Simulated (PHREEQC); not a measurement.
Consider water at 45 °C with 0.0013 mol Cu(BF4)2, 0.00086 mol H2SO4 and 0.0053 mol Na2SO4 per kg of water. Closed to the air; pH follows from the charge balance.

Equilibrium calculation in PHREEQC: ion-association model, phreeqc.dat.

No solid was allowed to form.

Order these S species by the share of S that they hold, largest first: HSO4-, SO4-2, CuSO4, NaSO4-.

SO4-2 (81 %), HSO4- (11 %), CuSO4 (5.8 %), NaSO4- (2.7 %)

The pH is 2.90 and the ionic strength 0.0196 mol/kgw. Species that the database lacks are ignored. Away from 25 °C the constants follow the database's enthalpies or fits; those with neither stay at their 25 °C values. Real BF4- forms and hydrolyses slowly; the run takes it at equilibrium.
